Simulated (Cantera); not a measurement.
A perfectly stirred reactor is fed with CO : H₂ : O₂ : N₂ : H₂O = 1 : 0.054 : 1.08 : 4.04 : 0.22 (molar parts), equivalence ratio 0.49, at 12.0 bar; it is adiabatic with a 823 K inlet, and is followed from long to short residence time, starting on the burning branch (τ in s: 0.19, 0.083, 0.037, 0.017, 0.0075, 0.0033, 0.0015, 0.00067, 0.0003, 0.00013, 6e-05, 2.7e-05, 1.2e-05).

Cantera simulation using GRI-Mech 3.0 (53 species, 325 reactions); the numbers are that mechanism's predictions, not measurements. The hydrogen kinetics of GRI-Mech 3.0 are dated; newer H2 mechanisms differ, most at raised pressure. The pressure lies above the range GRI-Mech 3.0 was tuned for (to about 10 atm).

### Question
Predict: blow-out, bracketed by the residence times tried; x(CO) at τ = 0.190 s; x(H₂) at τ = 0.190 s; x(O₂) at τ = 0.190 s; x(HO₂) at τ = 0.190 s; x(H) at τ = 0.190 s; x(CO) at τ = 1.50 ms; x(H₂) at τ = 1.50 ms; x(O₂) at τ = 1.50 ms; x(HO₂) at τ = 1.50 ms; x(H) at τ = 1.50 ms.

### Answer
```json
{
 "blow_out_bracketed_by_the_residence_times_tried": "burning at 60.0 µs, out at 27.0 µs",
 "x(CO) at τ = 0.190 s": "0.000512",
 "x(H₂) at τ = 0.190 s": "2.70e-5",
 "x(O₂) at τ = 0.190 s": "0.0927",
 "x(HO₂) at τ = 0.190 s": "2.88e-6",
 "x(H) at τ = 0.190 s": "4.82e-6",
 "x(CO) at τ = 1.50 ms": "0.00341",
 "x(H₂) at τ = 1.50 ms": "0.000101",
 "x(O₂) at τ = 1.50 ms": "0.0951",
 "x(HO₂) at τ = 1.50 ms": "6.16e-6",
 "x(H) at τ = 1.50 ms": "3.12e-5"
}
```
